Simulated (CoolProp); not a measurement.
Vapour-liquid equilibrium of propane (1) + isobutane (2) at 313 K; x and y are mole fractions of (1).

The numbers come from the multi-fluid Helmholtz-energy mixture model, Lemmon 2009 and Bücker 2006; pair parameters Kunz 2012 in CoolProp.

```
x     bubble pressure, mixture model (MPa)  bubble pressure, Raoult's law (MPa)  y, mixture model  y, Raoult's law
----  ------------------------------------  -----------------------------------  ----------------  ---------------
0.05                                0.5668                               0.5709             0.103            0.120
0.2                                 0.6797                               0.6962             0.349            0.392
0.35                                0.7947                               0.8216             0.532            0.581
0.5                                 0.9143                               0.9469             0.677            0.721
0.65                                 1.040                                1.072             0.795            0.827
0.8                                  1.174                                1.198             0.893            0.912
0.95                                 1.316                                1.323             0.975            0.980
```

The largest gap from Raoult's law is -3.4 % in bubble pressure, at x = 0.5. No azeotrope shows between x = 0.05 and 0.95.

The pair parameters rest on a limited set of measurements; away from them the model extrapolates.
